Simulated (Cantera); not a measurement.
A Cantera script and what it prints.

```python
import numpy as np
import cantera as ct

gas_names = """
    CL CL2 H HCL H2 N NH NH2 NH3 N2 N2H2 N2H4 Si SiCL SiCL2 SiCL3 SiCL4 SiH SiHCL3 SiH2 SiH2CL2 SiH3
    SiH3CL SiH4 SiN Si2 Si2N Si3
""".split()
cond_names = """
    NH4CL(a) NH4CL(b) Si(cr) Si(L) Si3N4(a)
""".split()


# ... load() reads the species with a 1 bar reference pressure and builds the phases ...
atoms = {
    'SiCl4': {'Si': 1, 'CL': 4},
    'NH3': {'N': 1, 'H': 3},
    'H2': {'H': 2},
}
top_T = {'Si3N4(a)': 2400}  # K; cautious upper limits of use, not melting points


# ... equilibrate(T, P, feed) seeds the gas with the atoms and calls Mixture.equilibrate('TP', solver="vcs", rtol=1e-11, max_steps=5000) ...
results = []
feed = {'SiCl4': 1, 'NH3': 5.5, 'H2': 0.42}  # mol
T = 773  # K
P = 6  # Pa
mix = equilibrate(T, P, feed)
results.append((T, P, feed, dict(zip(mix.species_names, mix.species_moles))))
print(gas.report(threshold=1e-05))
for i in range(1, mix.n_phases):
    print(f"{mix.phase(i).name:16s} {mix.phase_moles(i):12.5e} mol")
```

It prints:

```
       temperature   773 K
          pressure   6 Pa
           density   1.6115e-05 kg/m^3
  mean mol. weight   17.262 kg/kmol
   phase of matter   gas

                          1 kg             1 kmol
                     ---------------   ---------------
          enthalpy       -9.2578e+05       -1.5981e+07  J
   internal energy       -1.2981e+06       -2.2408e+07  J
           entropy             15981        2.7588e+05  J/K
    Gibbs function       -1.3279e+07       -2.2923e+08  J
 heat capacity c_p            1757.4             30337  J/K
 heat capacity c_v            1275.8             22023  J/K

                      mass frac. Y      mole frac. X     chem. pot. / RT
                     ---------------   ---------------   ---------------
               HCL           0.63151           0.29901           -48.961
                H2          0.062032           0.53117           -27.259
                N2           0.26949           0.16607            -35.76
             SiCL4           0.03693         0.0037525           -162.18
     [  +24 minor]        3.5257e-05        4.5297e-06

NH4CL(b)          0.00000e+00 mol
Si(cr)            0.00000e+00 mol
Si3N4(a)          3.17382e-01 mol
```

These are equilibrium values from Cantera (NASA tables, ideal gas, pure condensed phases), not measurements of a reactor.
